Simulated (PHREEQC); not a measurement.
Solution (20 °C): 140 mmol/kgw NaHSO4 and 0.35 mmol/kgw K2HPO4. Closed to the air; pH follows from the charge balance.

Computed with PHREEQC (ion-association model, phreeqc.dat).

Task: The ionic strength comes out as 0.243 mol/kgw. What activity coefficients do H2PO4-, K+, SO4-2, NaSO4-, KSO4- get?

Result: H2PO4- 0.74, K+ 0.70, SO4-2 0.27, NaSO4- 0.74, KSO4- 0.74.

No solid was allowed to form.
